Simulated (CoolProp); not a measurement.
Saturation properties of sulfur hexafluoride (Tc = 318.7 K, pc = 3.755 MPa, ω = 0.210).

The numbers come from the reference Helmholtz-energy equation of state, Guder 2009 in CoolProp.

```csv
T (K),p (MPa),liquid cp (kJ/(kg K)),vapour viscosity (µPa s)
236.5,0.3870,0.8784,12.6
240.2,0.4433,0.8909,12.8
243.8,0.5037,0.9034,13.0
247.5,0.5720,0.9169,13.2
251.2,0.6470,0.9310,13.5
254.9,0.7291,0.9460,13.7
258.6,0.8187,0.9618,13.9
262.2,0.9135,0.9784,14.1
265.9,1.019,0.9969,14.4
269.6,1.133,1.017,14.7
273.3,1.257,1.039,14.9
276.9,1.386,1.064,15.2
280.6,1.529,1.092,15.6
284.3,1.683,1.126,15.9
288,1.848,1.165,16.3
```

Viscosity comes from a separate model (Quiñones-Cisneros 2012).
